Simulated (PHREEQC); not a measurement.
Dissolve 0.0098 mol/kgw HF, 0.068 mol/kgw NaF, 0.0081 mol/kgw (NH4)2SiF6 and 0.00064 mol/kgw H2SO4 at 20 °C. Closed to the air; pH follows from the charge balance.

The numbers come from PHREEQC with the ion-association model, wateq4f.dat.

No solid was allowed to form.

Problem. Order these F species by the share of F that they hold, largest first: NaF, SiF6-2, F-, HF, HF2-.

Solution. F- (50 %), SiF6-2 (38 %), HF (6.7 %), HF2- (3.2 %), NaF (1.1 %)

Problem. Order these S species by the share of S that they hold, largest first: NaSO4-, NH4SO4-, SO4-2, HSO4-.

Solution. SO4-2 (83 %), NaSO4- (10 %), NH4SO4- (6.6 %), HSO4- (0.46 %)

The pH is 3.89 and the ionic strength 0.0914 mol/kgw. Species that the database lacks are ignored. SiF6-2 is the database's only silicon fluoride.
